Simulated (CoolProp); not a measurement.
2000 sccm (0 °C, 1 atm) of nitrogen bubbles through liquid octamethyltrisiloxane (MDM) at 296.8 K and leaves saturated at a total pressure of 0.0055 MPa (ideal gas phase). Each further row changes one setting.

Values from CoolProp's reference Helmholtz-energy equation of state, Thol 2017.

```
case                      vapour pressure (kPa)  mole fraction of vapour  delivery (mg/min)  delivery (sccm)  change of delivery for a bath 1 K warmer (%)
------------------------  ---------------------  -----------------------  -----------------  ---------------  --------------------------------------------
as stated                                 0.457               (withheld)               1910              181                                           7.5
bath temperature 301.8 K             (withheld)                    0.115         (withheld)              260                                           7.4
total pressure 0.011 MPa                  0.457                   0.0415                915       (withheld)                                           7.1
```

**Question.** What belongs in the gaps?

**Answer.** 
- as stated, mole fraction of vapour: 0.0831
- bath temperature 301.8 K, vapour pressure (kPa): 0.632
- bath temperature 301.8 K, delivery (mg/min): 2740
- total pressure 0.011 MPa, delivery (sccm): 86.7
